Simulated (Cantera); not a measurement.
Cantera with NASA thermochemical tables; ideal gases at 1 bar, condensed phases pure. Values are per mole of reaction as written; species without (g) are pure solids or liquids, kept so even where they would boil at 1 bar.

3 LiCl(g) + NH3(g) = 3 Li + 3 HCl(g) + N(g), with ΔH° = 828.9 kJ and ΔS° = -29.9 J/K at 300 K.

Task: How far is the shortcut ΔG° ≈ ΔH°(300 K) − T·ΔS°(300 K) from the full temperature-dependent value at 548, 573, 598, 623, 648, 673, 698, 723 K?

Result: 
```tsv
T (K)	shortcut (kJ)	full (kJ)	difference (kJ)	difference in log10 K	condensed phases
548	845.3	839.5	5.8	-0.55	Li(l)
573	846.0	839.0	7.1	-0.64	Li(l)
598	846.8	838.4	8.4	-0.73	Li(l)
623	847.5	837.8	9.7	-0.81	Li(l)
648	848.3	837.2	11.1	-0.89	Li(l)
673	849.0	836.5	12.5	-0.97	Li(l)
698	849.8	835.8	14.0	-1.05	Li(l)
723	850.5	835.0	15.5	-1.12	Li(l)
```
The shortcut ignores heat capacities and the phase changes listed.
